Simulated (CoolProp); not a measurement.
Saturation properties of fluorine (Tc = 144.4 K, pc = 5240 kPa, ω = 0.045).

Model: reference Helmholtz-energy equation of state, de Reuck 1990, in CoolProp.

```csv
T (K),p (kPa),vapour density (kg/m³),enthalpy of vaporisation (kJ/kg),surface tension (mN/m)
96.7,___,___,162.3,10.3
98.9,390.7,19.75,159.7,9.75
101.2,470.5,23.53,156.9,9.15
103.4,557.5,27.64,154.1,8.59
105.7,660.5,32.50,151.0,8.00
107.9,771.3,37.74,147.9,7.45
110.2,901.0,43.90,144.5,6.89
112.4,1039,50.53,141.1,6.35
114.6,1192,57.95,137.5,5.82
116.9,1368,66.66,133.5,5.28
119.1,1553,76.01,129.5,4.77
121.4,1766,87.03,124.9,4.25
123.6,1988,98.94,120.3,___
125.9,2240,113.1,115.0,3.26
```

Question: Some entries are withheld; supply them.

Answer: 
- 96.7, p (kPa): 324.2
- 96.7, vapour density (kg/m³): 16.58
- 123.6, surface tension (mN/m): 3.76

It boils at 85.0 K under 1 atm.

Surface tension comes from a separate correlation (Mulero 2012).
